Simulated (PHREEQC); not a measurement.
A PHREEQC input (ion-association model, wateq4f.dat):

```
SOLUTION 1
  temp 25
  units mg/kgw
  pH 6.93
  pe 12.9
  Na 1.25
  K 0.333
  Ca 1.4
  Mg 1.28
  Cl 1.16
  S(6) 2.52 as SO4
  Alkalinity 8.66 as HCO3
  Pb 0.327
  Sr 0.106
END
USE solution 3
EQUILIBRIUM_PHASES 1
  Quartz 0 0.5
  CO2(g) -2.5 10
END
```

It stops with these messages:

```
ERROR: Solution 3 not found.
```

The fault: USE names a solution that was never defined. The line should read `USE solution 1` where the input has `USE solution 3`. With the mend the run ends at pH 6.46 and ionic strength 0.000349 mol/kgw.
